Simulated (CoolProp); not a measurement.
Vapour-liquid equilibrium of R13 (1) + isobutane (2) at 0.112 MPa; x and y are mole fractions of (1).

The numbers come from the multi-fluid Helmholtz-energy mixture model, Platzer 1990 and Bücker 2006; pair parameters Bell 2016 in CoolProp. This equation is an older, rougher fit; its heat capacities, sound speeds and derivatives of the liquid may be far off and weren't checked against measurements.

Give the bubble temperature and the first vapour's composition at x = 0.05, 0.25, 0.95. Is there an azeotrope?

x = 0.05: 242.9 K, y = 0.596; x = 0.25: 212.3 K, y = 0.934; x = 0.95: 194.6 K, y = 0.997. No azeotrope shows between x = 0.05 and 0.95.

The pair parameters rest on a limited set of measurements; away from them the model extrapolates. With so large a gap from Raoult's law the liquid may split in two, which this calculation doesn't test in full.
